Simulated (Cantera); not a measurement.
A perfectly stirred reactor is fed with 54.3 % N2O, 44.5 % O2, 1.19 % H2O, at 10.00 Torr; it is held at 1325 K, and followed from long to short residence time.

Model: GRI-Mech 3.0 (53 species, 325 reactions), integrated in Cantera. GRI-Mech 3.0 was tuned for natural gas; its chemistry of N2O as a main component is partial and can be far from experiment. Radical loss at walls, strong at low pressure, is not modelled. The mechanism lacks the step 2 NO + O2 → 2 NO2, which can matter for NO2 below about 1400 K. The temperature is held fixed by assumption; the heat of reaction is taken as removed at once.

x: mole fraction; the columns are a selection and need not sum to one.

| τ (s) | x N2O | x O2 | x NO2 | x NO | x N2 | x O |
|---|---|---|---|---|---|---|
| 0.99 | 0.496 | 0.453 | ___ | 0.00518 | 0.0340 | 1.02e-5 |
| 0.38 | 0.524 | 0.448 | ___ | 0.00209 | 0.0138 | 1.04e-5 |
| 0.14 | 0.536 | 0.446 | ___ | 0.000793 | 0.00519 | 1.06e-5 |
| 0.055 | 0.540 | 0.446 | ___ | 0.000320 | 0.00204 | 1.06e-5 |
| 0.021 | 0.542 | 0.445 | ___ | 0.000125 | 0.000770 | 1.05e-5 |
| 0.0081 | 0.542 | 0.445 | ___ | 4.73e-5 | 0.000290 | 1.01e-5 |
| 0.0031 | 0.543 | 0.445 | ___ | 1.65e-5 | 0.000106 | 9.22e-6 |
| 0.0012 | 0.543 | 0.445 | 1.04e-10 | 5.19e-6 | 3.78e-5 | 7.48e-6 |

**Question.** What belongs in the gaps?

**Answer.** 
- 0.99, x NO2: 0.000198
- 0.38, x NO2: 0.000129
- 0.14, x NO2: 5.54e-5
- 0.055, x NO2: 1.62e-5
- 0.021, x NO2: 2.51e-6
- 0.0081, x NO2: 1.76e-7
- 0.0031, x NO2: 5.33e-9
